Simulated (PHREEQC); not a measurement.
Alkaline etch or developer

A solution holds 0.0012 mol/kgw NH3, 8.8e-05 mol/kgw H4SiO4 and 0.005 mol/kgw (CH3)4NCl, at 25 °C. Closed to the air; pH follows from the charge balance.

Computed with PHREEQC (ion-association model, phreeqc.dat).

- pH: 10.04
- ionic strength: 0.00518 mol/kgw
- total alkalinity: 1.20 meq/kg

```csv
species,molality,activity,log γ
Cl-,0.00500,0.00463,-0.034
(CH3)4N+,0.00500,0.00463,-0.034
NH3,0.00102,0.00103,0.001
NH4+,0.000177,0.000163,-0.035
OH-,0.000121,0.000111,-0.034
H3SiO4-,5.61e-5,5.19e-5,-0.034
H4SiO4,3.19e-5,3.19e-5,0.001
```

Precipitation was switched off in this run. Complexes and solids missing from the database can't appear. (CH3)4N+ isn't in the database: it is added as a free cation with an ion size of 4 Å.
